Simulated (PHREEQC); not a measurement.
A solution holds 0.0065 mol/kgw KOH, 8.8e-05 mol/kgw Na2SO4 and 0.00064 mol/kgw NaCl, at 25 °C. Closed to the air; pH follows from the charge balance.

Computed with PHREEQC (ion-association model, wateq4f.dat).

Precipitation was switched off in this run.

Task: Estimate the pH.

Result: pH 11.77.

Task: In which forms is S present?

Result: SO4-2 97 %, KSO4- 3.1 % of the S.
